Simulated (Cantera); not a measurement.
Cantera run:

```python
import numpy as np
import cantera as ct

gas_names = """
    O3 CL2
""".split()
cond_names = """
    LiCL(s) LiCL(L) Li2O(s) Li2O(L)
""".split()


# ... load() reads the species with a 1 bar reference pressure and builds the phases ...
species = {s.name: s for s in load("nasa_gas.yaml", gas_names) + load("nasa_condensed.yaml", cond_names)}
# Each term lists the table entries of one substance; the one whose range holds T is used.
reactions = {
    'O3(g) + 6 LiCl = 3 Cl2(g) + 3 Li2O':
        [(-1, ['O3']), (-6, ['LiCL(s)', 'LiCL(L)']), (3, ['CL2']), (3, ['Li2O(s)', 'Li2O(L)'])],
}


def pick(names, T):
    return next(species[n] for n in names if species[n].thermo.min_temp <= T <= species[n].thermo.max_temp)


results = []
for label, terms in reactions.items():
    print(label)
    print("     T/K   dH/kJ  dS/(J/K)   dG/kJ   log10 K")
    for T in [300, 1123, 1173, 1223, 1273, 1323, 1373, 1423, 1473, 1523, 1573, 1623]:
        used = [(nu, pick(names, T)) for nu, names in terms]
        dH = sum(nu * s.thermo.h(T) for nu, s in used) / 1e6
        dS = sum(nu * s.thermo.s(T) for nu, s in used) / 1e3
        dG = dH - T * dS / 1e3
        logK = -dG * 1e6 / (ct.gas_constant * T * np.log(10))
        results.append((label, T, dH, dS, dG, logK, [s.name for _, s in used]))
        print(f"{T:8g} {dH:8.1f} {dS:8.1f} {dG:8.1f} {logK:8.2f}")
```

It prints:

```
O3(g) + 6 LiCl = 3 Cl2(g) + 3 Li2O
     T/K   dH/kJ  dS/(J/K)   dG/kJ   log10 K
     300    511.5    187.8    455.2   -79.25
    1123    344.8    -23.2    370.8   -17.25
    1173    342.4    -25.3    372.1   -16.57
    1223    340.3    -27.0    373.4   -15.95
    1273    338.5    -28.5    374.8   -15.38
    1323    337.0    -29.7    376.2   -14.85
    1373    335.7    -30.6    377.7   -14.37
    1423    334.6    -31.4    379.3   -13.92
    1473    333.8    -31.9    380.9   -13.51
    1523    333.2    -32.3    382.5   -13.12
    1573    332.8    -32.6    384.1   -12.75
    1623    332.6    -32.7    385.7   -12.41
```

Cantera with NASA thermochemical tables; ideal gases at 1 bar, condensed phases pure. Condensed species are held in their standard states even where they would react or evaporate.
